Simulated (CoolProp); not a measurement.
Properties of ethanol along the isotherm 466.9 K (Tc = 514.7 K, pc = 62.68 bar, ω = 0.644).

The numbers come from the reference Helmholtz-energy equation of state, Schroeder 2014 in CoolProp.

```tsv
p (bar)	phase	Z	speed of sound (m/s)	Joule-Thomson coefficient (K/MPa)	isothermal compressibility (1/MPa)	conductivity (mW/(m K))
0.991	gas	0.9924	302.9	…	10.17	34.0
2.26	gas	0.9825	300.8	15.97	4.505	34.2
5.13	gas	0.9594	295.8	16.07	2.035	…
11.7	gas	0.9018	283.4	16.39	0.9583	36.5
60.5	liquid	…	…	0.2537	0.007708	138
138	liquid	0.2662	…	0.08771	0.004775	144
313	liquid	0.5674	858.1	-0.05257	…	…
```

Task: Fill in the missing entries.

Result: 
- 0.991, Joule-Thomson coefficient (K/MPa): 15.94
- 5.13, conductivity (mW/(m K)): 34.8
- 60.5, Z: 0.1222
- 60.5, speed of sound (m/s): 560.4
- 138, speed of sound (m/s): 682.2
- 313, isothermal compressibility (1/MPa): 0.002729
- 313, conductivity (mW/(m K)): 154

Thermal conductivity comes from a separate model (Assael 2013).
